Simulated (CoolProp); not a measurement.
A simple Rankine cycle with trans-2-butene: condensing at 303.15 K, boiler at 1.72 MPa, turbine inlet 381.9 K, turbine efficiency 0.75, pump efficiency 0.8, no recuperator. Each further row changes one setting.

Computed with CoolProp (reference Helmholtz-energy equation of state, Lemmon 2005). It is a short technical equation, of lower accuracy than the large ones.

```tsv
case	thermal efficiency (%)	net work (kJ/kg)	heat in (kJ/kg)	turbine exit temperature (K)	volume ratio over the turbine
as stated	12.1	56.3	467	…	6.95
turbine inlet 401.9 K	12.2	62.7	…	…	6.62
condensing temperature 295.15 K	13.2	64.2	485	316.8	…
boiler pressure 1.2 MPa	10.2	50.0	…	339.1	4.48
turbine efficiency 0.65	10.4	…	467	327.4	7.07
```

### Question
Fill in the missing entries.

### Answer

- as stated, turbine exit temperature (K): 322.9
- turbine inlet 401.9 K, heat in (kJ/kg): 515
- turbine inlet 401.9 K, turbine exit temperature (K): 346.6
- condensing temperature 295.15 K, volume ratio over the turbine: 8.87
- boiler pressure 1.2 MPa, heat in (kJ/kg): 489
- turbine efficiency 0.65, net work (kJ/kg): 48.4
